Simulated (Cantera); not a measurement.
# Ignition delay

Mixture: 6.15 % CH4, 17.6 % O2, 65.8 % N2, 5.29 % H2O, 5.17 % H2, equivalence ratio 0.85, at 4.80 bar, adiabatic and at constant volume. Ignition delay is the time to a rise of 400 K.

Model: GRI-Mech 3.0 (53 species, 325 reactions), integrated in Cantera.

| T0 (K) | delay (ms) |
|---|---|
| 1300 | 0.149 |
| 1400 | 0.0731 |
| 1500 | 0.0393 |
| 1600 | 0.0225 |
| 1700 | 0.0136 |
| 1800 | 0.00862 |
| 1900 | 0.00566 |
| 2000 | 0.00385 |
| 2100 | 0.00270 |

* **apparent activation energy between 1900 and 2100 K**: 120 kJ/mol
